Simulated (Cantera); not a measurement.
Mixture: CH4 : H2 : O2 : N2 = 1 : 0.033 : 1.26 : 4.74 (molar parts), at 1000000 Pa, adiabatic and at constant volume. Ignition delay is the time to a rise of 400 K.

Detailed kinetics in Cantera: GRI-Mech 3.0 (53 species, 325 reactions).

### Question
What does this change do: H2 0.033 to 0.051 parts?

### Answer
| quantity | before | after |
|---|---|---|
| delay at 1298 K | 1.27 ms | 1.08 ms |
| delay at 1448 K | 0.292 ms | 0.265 ms |
| delay at 1598 K | 74.3 µs | 69.7 µs |
| delay at 1748 K | 22.0 µs | 21.1 µs |
| delay at 1898 K | 7.86 µs | 7.66 µs |
| apparent activation energy between 1823 and 1973 K | 190 kJ/mol | 180 kJ/mol |

### Question
What does this change do: constant pressure in place of constant volume?

### Answer
```tsv
quantity	before	after
delay at 1298 K	1.27 ms	1.38 ms
delay at 1448 K	0.292 ms	0.321 ms
delay at 1598 K	74.3 µs	81.8 µs
delay at 1748 K	22.0 µs	24.2 µs
delay at 1898 K	7.86 µs	8.71 µs
apparent activation energy between 1823 and 1973 K	190 kJ/mol	180 kJ/mol
```

### Question
What does this change do: pressure from 1000000 Pa to 290000 Pa?

### Answer
| quantity | before | after |
|---|---|---|
| delay at 1298 K | 1.27 ms | 4.45 ms |
| delay at 1448 K | 0.292 ms | 0.856 ms |
| delay at 1598 K | 74.3 µs | 0.199 ms |
| delay at 1748 K | 22.0 µs | 59.1 µs |
| delay at 1898 K | 7.86 µs | 22.2 µs |
| apparent activation energy between 1823 and 1973 K | 190 kJ/mol | 170 kJ/mol |
